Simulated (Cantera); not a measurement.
## Equilibrium for calcination and drying: MgSO₄ + CO₂

Charge: 1 mol MgSO₄, a varied amount of CO₂, equilibrated at 1050 °C and 3.30 bar.

Equilibrium computed with Cantera from the NASA thermochemical tables; the gas is ideal and each condensed phase is pure. Candidate condensed phases: C, Mg, MgCO₃, MgO, MgS, MgSO₄, S; 26 gas species. Mutual solubility and eutectic melting of coexisting phases are not modelled. Rates play no part.

```
n(CO₂) (mol)  x CO₂   x SO₂    x O₂    x SO₃     x CO      x O     x SO  n MgO(s)  n MgSO₄(s)
------------  -----  ------  ------  -------  -------  -------  -------  --------  ----------
1.2           0.834   0.108  0.0538  0.00474  4.76e-7  3.40e-8  3.51e-9     0.162       0.838
1.4           0.834   0.108  0.0538  0.00474  4.76e-7  3.40e-8  3.51e-9     0.189       0.811
1.7           0.834   0.108  0.0538  0.00474  4.76e-7  3.40e-8  3.51e-9     0.229       0.771
2             0.834   0.108  0.0538  0.00474  4.76e-7  3.40e-8  3.51e-9     0.269       0.731
2.4           0.834   0.108  0.0538  0.00474  4.76e-7  3.40e-8  3.51e-9     0.323       0.677
2.9           0.834   0.108  0.0538  0.00474  4.76e-7  3.40e-8  3.51e-9     0.391       0.609
3.4           0.834   0.108  0.0538  0.00474  4.76e-7  3.40e-8  3.51e-9     0.458       0.542
4             0.834   0.108  0.0538  0.00474  4.76e-7  3.40e-8  3.51e-9     0.539       0.461
4.8           0.834   0.108  0.0538  0.00474  4.76e-7  3.40e-8  3.51e-9     0.646       0.354
5.6           0.834   0.108  0.0538  0.00474  4.76e-7  3.40e-8  3.51e-9     0.754       0.246
6.7           0.834   0.108  0.0538  0.00474  4.76e-7  3.40e-8  3.51e-9     0.902      0.0978
7.9           0.842   0.102  0.0511  0.00439  4.93e-7  3.31e-8  3.42e-9      1.00           0
9.4           0.864  0.0884  0.0442  0.00353  5.44e-7  3.08e-8  3.18e-9      1.00           0
```
x: gas mole fraction; n: condensed amount in mol.

From 1.2 mol CO₂ to 6.7 mol CO₂ the condensed part is MgO(s) + MgSO₄(s). From 7.9 mol CO₂ to 9.4 mol CO₂ the condensed part is MgO(s).
